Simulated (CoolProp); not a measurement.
Properties of acetone along the isobar 7.85 MPa (Tc = 508.1 K, pc = 4.692 MPa, ω = 0.307).

The numbers come from the reference Helmholtz-energy equation of state, Lemmon 2006 in CoolProp. It is a short technical equation, of lower accuracy than the large ones.

```tsv
T (K)	phase	cp (kJ/(kg K))	speed of sound (m/s)
434.4	liquid	2.596	653.1
444	liquid	2.648	614.1
453.7	liquid	2.707	574.5
463.3	liquid	2.772	534.9
472.9	liquid	2.848	495.0
482.6	liquid	2.938	454.0
492.2	liquid	3.049	412.6
501.8	liquid	3.192	370.2
511.5	supercritical	3.392	325.9
521.1	supercritical	3.692	280.7
530.7	supercritical	4.192	235.3
540.4	supercritical	5.022	195.3
550	supercritical	5.645	175.4
```
